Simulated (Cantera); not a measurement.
An adiabatic, constant-volume homogeneous reactor starts with CH₄ : C₂H₆ : O₂ : N₂ = 1 : 0.14 : 4.53 : 17 (molar parts), equivalence ratio 0.55, at 1250 K and 0.200 bar. Integrator tolerance rtol = 1e-08.

Detailed kinetics in Cantera: GRI-Mech 3.0 (53 species, 325 reactions).

```csv
quantity,before,after
time of steepest temperature rise,5.22 ms,0.534 s
temperature at 2.00 s,2454 K,2323 K
equilibrium temperature,2454 K,2323 K
x(CH₄) at 2.00 s,<1e-12 (gas-phase equilibrium <1e-12),<1e-12 (gas-phase equilibrium <1e-12)
x(C₂H₆) at 2.00 s,<1e-12 (gas-phase equilibrium <1e-12),<1e-12 (gas-phase equilibrium <1e-12)
x(O₂) at 2.00 s,0.0821 (gas-phase equilibrium 0.0821),0.0835 (gas-phase equilibrium 0.0835)
x(CH₂O) at 2.00 s,3.08e-12 (gas-phase equilibrium 3.08e-12),<1e-12 (gas-phase equilibrium <1e-12)
x(H₂O) at 2.00 s,0.0957 (gas-phase equilibrium 0.0957),0.101 (gas-phase equilibrium 0.101)
```

What was changed between the two runs?
A) pressure from 0.200 bar to 5.00 bar
B) initial temperature 1250 to 975 K
C) CH4 1 to 0.78 parts
D) pressure from 0.200 bar to 5.90 bar

B, initial temperature 1250 to 975 K
